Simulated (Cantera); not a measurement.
A closed system holds: 1 mol Si2Cl6, a varied amount of Cl2, 9.1 mol H2, held at 0.133 bar.

Cantera equilibrium calculation (NASA polynomials, part measured and part estimated; ideal gas, pure solids and liquids). Candidate condensed phases: Si; 19 gas species. The feed counts by its element totals alone. The tables' values for SiCl3 are old estimates. Equilibrium is a limit: real reactors are often held back by kinetics, nucleation or transport.

Stable condensed phases, one row left out:

```
T in °C \ n(Cl2) in mol
         0.092  0.11  0.14  0.17   0.2  0.25   0.3  0.37  0.44  0.54  0.66   0.8
   1277      A     A     A     A     A     B     B     B     B     B     B     B
   1227      A     A     A     A     A     A     B     B     B     B     B     B
   1177      A     A     A     A     A     A     A     A     B     B     B     B
   1127      A     A     A     A     A     A     A     A     A     A     B     B
   1027      A     A     A     A     A     A     A     A     A     A     A     A
    977      A     A     A     A     A     A     A     A     A     A     A     A
    927      A     A     A     A     A     A     A     A     A     A     A     A
    877      A     A     A     A     A     A     A     A     A     A     A     A
    827      A     A     A     A     A     A     A     A     A     A     A     A
    777      A     A     A     A     A     A     A     A     A     A     A     A
```

A: Si; B: gas only.

Problem. Give the row for 1077 °C.

Solution. 0.092: Si; 0.11: Si; 0.14: Si; 0.17: Si; 0.2: Si; 0.25: Si; 0.3: Si; 0.37: Si; 0.44: Si; 0.54: Si; 0.66: Si; 0.8: gas only.
